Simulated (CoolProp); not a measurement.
Vapour pressure (MPa) of p-xylene: the reference equation beside estimates from Tc = 616.2 K, pc = 3.532 MPa, ω = 0.324. Clausius-Clapeyron is anchored at 409.2 K with a constant enthalpy of vaporisation of 35.86 kJ/mol.

Computed with CoolProp (reference Helmholtz-energy equation of state, Zhou 2012).

```json
[
 {"T (K)": "399.4", "reference": "0.07254", "Lee-Kesler": "…", "Clausius-Clapeyron": "0.07360", "van der Waals": "0.4726"},
 {"T (K)": "409.2", "reference": "0.09532", "Lee-Kesler": "0.09420", "Clausius-Clapeyron": "0.09532", "van der Waals": "0.5382"},
 {"T (K)": "418.9", "reference": "0.1231", "Lee-Kesler": "0.1223", "Clausius-Clapeyron": "0.1217", "van der Waals": "0.6089"},
 {"T (K)": "428.7", "reference": "0.1572", "Lee-Kesler": "0.1570", "Clausius-Clapeyron": "0.1539", "van der Waals": "0.6862"},
 {"T (K)": "438.5", "reference": "0.1983", "Lee-Kesler": "0.1989", "Clausius-Clapeyron": "0.1928", "van der Waals": "0.7697"},
 {"T (K)": "448.3", "reference": "0.2472", "Lee-Kesler": "0.2489", "Clausius-Clapeyron": "0.2390", "van der Waals": "…"},
 {"T (K)": "458.1", "reference": "0.3049", "Lee-Kesler": "0.3079", "Clausius-Clapeyron": "0.2936", "van der Waals": "0.9560"},
 {"T (K)": "467.9", "reference": "0.3725", "Lee-Kesler": "0.3770", "Clausius-Clapeyron": "0.3576", "van der Waals": "1.059"},
 {"T (K)": "477.6", "reference": "0.4500", "Lee-Kesler": "…", "Clausius-Clapeyron": "0.4312", "van der Waals": "1.168"},
 {"T (K)": "487.4", "reference": "0.5402", "Lee-Kesler": "0.5484", "Clausius-Clapeyron": "0.5171", "van der Waals": "1.285"},
 {"T (K)": "497.2", "reference": "0.6435", "Lee-Kesler": "0.6537", "Clausius-Clapeyron": "0.6156", "van der Waals": "1.409"},
 {"T (K)": "507", "reference": "0.7611", "Lee-Kesler": "0.7733", "Clausius-Clapeyron": "0.7280", "van der Waals": "1.540"},
 {"T (K)": "516.8", "reference": "0.8942", "Lee-Kesler": "…", "Clausius-Clapeyron": "0.8554", "van der Waals": "1.679"},
 {"T (K)": "526.5", "reference": "1.043", "Lee-Kesler": "1.059", "Clausius-Clapeyron": "0.9976", "van der Waals": "1.824"},
 {"T (K)": "536.3", "reference": "1.211", "Lee-Kesler": "1.229", "Clausius-Clapeyron": "1.159", "van der Waals": "1.977"}
]
```

Problem. Fill in the missing entries.

Solution. 
- 399.4, Lee-Kesler: 0.07122
- 448.3, van der Waals: 0.8596
- 477.6, Lee-Kesler: 0.4563
- 516.8, Lee-Kesler: 0.9086

Absolute difference from the reference over all 15 rows, mean and median: Lee-Kesler 1.2 and 1.4 %, Clausius-Clapeyron 3.2 and 4.0 %, van der Waals 228.4 and 184.3 %.
